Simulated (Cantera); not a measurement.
Mixture: 9.54 % CH4, 2.48 % CO, 18.5 % O2, 69.5 % N2, at 6.10 bar, adiabatic and at constant pressure. Ignition delay is the time to a rise of 400 K.

Cantera simulation using GRI-Mech 3.0 (53 species, 325 reactions); the numbers are that mechanism's predictions, not measurements.

**Question.** Predict: delay at 1048 K; delay at 1123 K; delay at 1198 K; delay at 1273 K; delay at 1348 K; delay at 1423 K; delay at 1498 K; apparent activation energy between 1348 and 1498 K.

**Answer.** 
* **delay at 1048 K**: 0.114 s
* **delay at 1123 K**: 33.9 ms
* **delay at 1198 K**: 11.4 ms
* **delay at 1273 K**: 4.23 ms
* **delay at 1348 K**: 1.69 ms
* **delay at 1423 K**: 0.718 ms
* **delay at 1498 K**: 0.325 ms
* **apparent activation energy between 1348 and 1498 K**: 180 kJ/mol
